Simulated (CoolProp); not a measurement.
Vapour-liquid equilibrium of n-pentane (1) + acetone (2) at 4.85 °C; x and y are mole fractions of (1).

Values from CoolProp's multi-fluid Helmholtz-energy mixture model, Thol 2019 and Lemmon 2006; pair parameters Bell 2016.

```tsv
x	bubble pressure (kPa)	y at the bubble point	dew pressure at overall composition x (kPa)	liquid density (mol/L)
0.05	19.40	0.408	12.56	13.51
0.125	26.40	0.587	13.57	12.96
0.2	30.25	0.655	14.75	12.46
0.275	32.26	0.687	16.15	11.99
0.35	33.27	0.703	17.84	11.55
0.425	33.75	0.712	19.91	11.15
0.5	33.99	0.717	22.50	10.77
0.575	34.15	0.723	25.78	10.42
0.65	34.30	0.730	29.96	10.10
0.725	34.40	0.743	34.21	9.799
0.8	34.35	0.767	34.02	9.522
0.875	33.86	0.811	32.79	9.266
0.95	32.39	0.896	31.34	9.030
```

y crosses x between x = 0.725 and 0.8: the model has an azeotrope there.

Pair parameters are fitted to limited data, so mixtures are less certain than the pure fluids. With so large a gap from Raoult's law the liquid may split in two, which this calculation doesn't test in full.
